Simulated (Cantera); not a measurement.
What does this Cantera script print?

```python
import numpy as np
import cantera as ct

gas_names = """
    O2 NbO2
""".split()
cond_names = """
    Ti(a) Ti(b) Ti(L) Ti3O5(a) Ti3O5(b) Ti3O5(L) Ti4O7(s) Ti4O7(L) Nb(cr) Nb(L) NbO2(I) NbO2(II)
    NbO2(III) NbO2(L)
""".split()


def load(file, names, dense=False):
    # The tables refer to 1 bar. Condensed volumes are neglected.
    table = {s.name: s for s in ct.Species.list_from_file(file)}
    out = []
    for n in names:
        d = dict(table[n].input_data)
        d["thermo"] = dict(d["thermo"], **{"reference-pressure": 1e5})
        if dense:
            d["equation-of-state"] = {"model": "constant-volume", "density": "1e6 g/cm^3"}
        out.append(ct.Species.from_dict(d))
    return out


species = {s.name: s for s in load("nasa_gas.yaml", gas_names) + load("nasa_condensed.yaml", cond_names)}
# Each term lists the table entries of one substance; the one whose range holds T is used.
reactions = {
    '1.2 Ti + O2(g) = 0.4 Ti3O5':
        [(-1.2, ['Ti(a)', 'Ti(b)', 'Ti(L)']), (-1, ['O2']), (0.4, ['Ti3O5(a)', 'Ti3O5(b)', 'Ti3O5(L)'])],
    '1.143 Ti + O2(g) = 0.2857 Ti4O7':
        [(-1.1428571428571428, ['Ti(a)', 'Ti(b)', 'Ti(L)']), (-1, ['O2']), (0.2857142857142857, ['Ti4O7(s)', 'Ti4O7(L)'])],
    'Nb + O2(g) = NbO2':
        [(-1, ['Nb(cr)', 'Nb(L)']), (-1, ['O2']), (1, ['NbO2(I)', 'NbO2(II)', 'NbO2(III)', 'NbO2(L)'])],
    'Nb + O2(g) = NbO2(g)':
        [(-1, ['Nb(cr)', 'Nb(L)']), (-1, ['O2']), (1, ['NbO2'])],
}


def pick(names, T):
    return next(species[n] for n in names if species[n].thermo.min_temp <= T <= species[n].thermo.max_temp)


results = []
for label, terms in reactions.items():
    print(label)
    print("     T/K   dH/kJ  dS/(J/K)   dG/kJ   log10 K")
    for T in [1373, 1523, 1673, 1823, 1973, 2123, 2273, 2423, 2573, 2723, 2873]:
        used = [(nu, pick(names, T)) for nu, names in terms]
        dH = sum(nu * s.thermo.h(T) for nu, s in used) / 1e6
        dS = sum(nu * s.thermo.s(T) for nu, s in used) / 1e3
        dG = dH - T * dS / 1e3
        logK = -dG * 1e6 / (ct.gas_constant * T * np.log(10))
        results.append((label, T, dH, dS, dG, logK, [s.name for _, s in used]))
        print(f"{T:8g} {dH:8.1f} {dS:8.1f} {dG:8.1f} {logK:8.2f}")
```

Result:

```
1.2 Ti + O2(g) = 0.4 Ti3O5
     T/K   dH/kJ  dS/(J/K)   dG/kJ   log10 K
    1373   -971.7   -167.5   -741.8    28.22
    1523   -969.0   -165.6   -716.8    24.58
    1673   -966.4   -164.0   -692.1    21.61
    1823   -963.8   -162.5   -667.6    19.13
    1973   -979.0   -170.3   -643.1    17.02
    2123   -908.7   -136.0   -620.0    15.25
    2273   -906.8   -135.1   -599.7    13.78
    2423   -905.0   -134.3   -579.5    12.49
    2573   -903.2   -133.6   -559.4    11.36
    2723   -901.4   -133.0   -539.4    10.35
    2873   -899.7   -132.4   -519.5     9.44
1.143 Ti + O2(g) = 0.2857 Ti4O7
     T/K   dH/kJ  dS/(J/K)   dG/kJ   log10 K
    1373   -964.4   -170.7   -730.0    27.77
    1523   -962.1   -169.2   -704.5    24.16
    1673   -960.3   -168.0   -679.2    21.21
    1823   -958.8   -167.1   -654.1    18.74
    1973   -909.7   -141.9   -629.6    16.67
    2123   -907.6   -140.9   -608.4    14.97
    2273   -905.6   -140.0   -587.3    13.50
    2423   -903.6   -139.2   -566.4    12.21
    2573   -901.7   -138.4   -545.6    11.08
    2723   -899.9   -137.7   -524.8    10.07
    2873   -898.0   -137.1   -504.2     9.17
Nb + O2(g) = NbO2
     T/K   dH/kJ  dS/(J/K)   dG/kJ   log10 K
    1373   -772.6   -161.1   -551.5    20.98
    1523   -770.1   -159.3   -527.4    18.09
    1673   -767.7   -157.8   -503.6    15.72
    1823   -765.6   -156.6   -480.1    13.75
    1973   -763.7   -155.6   -456.6    12.09
    2123   -762.0   -154.8   -433.4    10.66
    2273   -667.4   -111.3   -414.4     9.52
    2423   -664.6   -110.1   -397.8     8.57
    2573   -662.1   -109.1   -381.3     7.74
    2723   -660.1   -108.4   -365.0     7.00
    2873   -684.1   -117.1   -347.6     6.32
Nb + O2(g) = NbO2(g)
     T/K   dH/kJ  dS/(J/K)   dG/kJ   log10 K
    1373   -207.8     20.0   -235.4     8.95
    1523   -209.2     19.1   -238.3     8.17
    1673   -210.8     18.1   -241.1     7.53
    1823   -212.5     17.1   -243.7     6.98
    1973   -214.4     16.1   -246.2     6.52
    2123   -216.5     15.1   -248.6     6.12
    2273   -218.9     14.0   -250.7     5.76
    2423   -221.5     12.9   -252.8     5.45
    2573   -224.5     11.7   -254.6     5.17
    2723   -227.9     10.4   -256.3     4.92
    2873   -257.3     -0.3   -256.6     4.66
```

Source: NASA polynomial tables (part measured, part estimated), evaluated in Cantera. Condensed species are held in their standard states even where they would react or evaporate.
